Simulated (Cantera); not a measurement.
An isothermal, constant-pressure homogeneous reactor starts with 1.10 % H2, 50.0 % O2, 49.0 % N2, equivalence ratio 0.011, at 1275 K and 10.00 Torr.

Cantera simulation using GRI-Mech 3.0 (53 species, 325 reactions); the numbers are that mechanism's predictions, not measurements. Radical loss at walls, strong at low pressure, is not modelled.

x: mole fraction; the columns are a selection and need not sum to one.

```
t (s)        x H2   x O2       x H      x OH     x NO
--------  -------  -----  --------  --------  -------
7.00e-5    0.0110  0.499  8.44e-10  5.26e-10   <1e-12
0.000283   0.0110  0.499   2.13e-9   4.51e-9   <1e-12
0.00114    0.0110  0.499   1.96e-8   6.72e-8   <1e-12
0.00461    0.0105  0.499       ___       ___   <1e-12
0.0186    8.87e-5  0.490  0.000754   0.00101  1.17e-8
0.0752    7.15e-5  0.491  0.000538  0.000912  5.09e-8
0.304         ___  0.494       ___       ___      ___
1.23      6.65e-6  0.496   1.44e-5  0.000280  1.40e-7
4.95      6.81e-7  0.497   4.73e-7   8.99e-5  1.52e-7
20.0      7.53e-8  0.497   1.74e-8   3.00e-5  1.56e-7
```

Fill in the missing entries.


- 0.00461, x H: 5.84e-5
- 0.00461, x OH: 0.000201
- 0.304, x H2: 3.48e-5
- 0.304, x H: 0.000177
- 0.304, x OH: 0.000638
- 0.304, x NO: 1.10e-7
